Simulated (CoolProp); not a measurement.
Aqueous calcium chloride as a coolant, 21 % by mass, freezing at -20.0 °C, 1 atm.

Computed with CoolProp (Melinder's fits for secondary coolants).

| T (°C) | conductivity (W/(m K)) | density (kg/m³) | Prandtl number | viscosity (mPa s) |
|---|---|---|---|---|
| -18.8 | 0.517 | 1200 | 35.1 | 6.16 |
| -10.8 | 0.529 | 1197 | 26.2 | 4.65 |
| -2.8 | 0.540 | 1196 | 20.1 | 3.62 |
| 5.2 | 0.552 | 1194 | 15.8 | 2.88 |
| 13.2 | 0.563 | 1192 | 12.7 | 2.35 |
| 21.2 | 0.575 | 1190 | 10.5 | 1.96 |
| 29.2 | 0.587 | 1186 | 8.73 | 1.66 |
| 37.2 | 0.599 | 1181 | 7.39 | 1.42 |
